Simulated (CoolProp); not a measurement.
A single-stage vapour-compression cycle with the fluid: evaporating at 222.15 K (dew point), condensing at 246.15 K (bubble point), superheat 8 K, subcooling 2 K, compressor efficiency 0.9, no pressure losses. The same conditions are run with several fluids, on thermodynamics alone (safety and materials aside).

Computed with CoolProp (reference Helmholtz-energy equation of state of each fluid (chlorine: Thol 2021; sulfur dioxide: Gao 2016; propylene: Lemmon 2013; C2F6 (R116): Lemmon 2006; nitrous oxide: Lemmon 2006; R22: Kamei 1995)).

```tsv
fluid	cooling COP	pressure ratio	discharge temperature (K)	refrigerating effect (kJ/kg)	volumetric capacity (kJ/m³)
chlorine	7.36	3.04	312.1	279	470
sulfur dioxide	7.29	4.12	320.4	399	145
propylene	7.64	2.74	271.8	404	793
C2F6 (R116)	…	…	254.7	…	…
nitrous oxide	7.16	2.33	285.5	294	4590
R22	…	3.03	281.1	221	625
```

Problem. Complete the blanks.

Solution. 
- C2F6 (R116), cooling COP: 7.14
- C2F6 (R116), pressure ratio: 2.36
- C2F6 (R116), refrigerating effect (kJ/kg): 86.1
- C2F6 (R116), volumetric capacity (kJ/m³): 2440
- R22, cooling COP: 7.58
